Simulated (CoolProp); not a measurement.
20 sccm (0 °C, 1 atm) of nitrogen bubbles through liquid dimethyl carbonate at 305.8 K and leaves saturated at a total pressure of 0.0736 MPa (ideal gas phase). Each further row changes one setting.

The numbers come from the reference Helmholtz-energy equation of state, Zhou 2011 in CoolProp.

| case | vapour pressure (kPa) | mole fraction of vapour | delivery (mg/min) | delivery (sccm) | change of delivery for a bath 1 K warmer (%) |
|---|---|---|---|---|---|
| as stated | 10.6 | ___ | ___ | 3.38 | ___ |
| bath temperature 310.8 K | 13.5 | ___ | ___ | 4.48 | 5.9 |
| total pressure 0.147 MPa | 10.6 | ___ | ___ | ___ | 5.3 |

Problem. What belongs in the gaps?

Solution. 
- as stated, mole fraction of vapour: 0.144
- as stated, delivery (mg/min): 13.6
- as stated, change of delivery for a bath 1 K warmer (%): 5.8
- bath temperature 310.8 K, mole fraction of vapour: 0.183
- bath temperature 310.8 K, delivery (mg/min): 18.0
- total pressure 0.147 MPa, mole fraction of vapour: 0.0723
- total pressure 0.147 MPa, delivery (mg/min): 6.27
- total pressure 0.147 MPa, delivery (sccm): 1.56
